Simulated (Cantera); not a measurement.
A freely propagating, adiabatic, planar premixed flame of CH4 : O2 : N2 = 1 : 2.86 : 10.7 (molar parts), equivalence ratio 0.70, unburnt at 450 K and 100.0 Torr; mixture-averaged transport, grid criteria slope 0.08 and curve 0.16, no radiation.

Model: GRI-Mech 3.0 (53 species, 325 reactions), integrated in Cantera. Burning velocities carry a grid error of a few per cent, more on coarse grids.

### Question
Predict: laminar burning velocity; thermal thickness; peak x(OH); peak x(H2O2); peak x(H2); peak x(CO).

### Answer
```json
{
  "laminar_burning_velocity": "83.6 cm/s",
  "thermal_thickness": "2.54 mm",
  "peak x(OH)": "0.00730",
  "peak x(H2O2)": "4.47e-6",
  "peak x(H2)": "0.0128",
  "peak x(CO)": "0.0363"
}
```
